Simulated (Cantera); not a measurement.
# Ignition delay

Mixture: CH4 : O2 : N2 = 1 : 3.7 : 19.6 (molar parts), equivalence ratio 0.54, at 225 Torr, adiabatic and at constant pressure. Ignition delay is the time to a rise of 400 K.

Computed with Cantera and GRI-Mech 3.0 (53 species, 325 reactions).

| T0 (K) | delay (ms) |
|---|---|
| 1275 | 39.8 |
| 1325 | 20.7 |
| 1375 | 11.4 |
| 1425 | 6.67 |
| 1475 | 4.11 |
| 1525 | 2.66 |
| 1575 | 1.79 |
| 1625 | 1.24 |
| 1675 | 0.887 |

The apparent activation energy between 1575 and 1675 K is 150 kJ/mol.
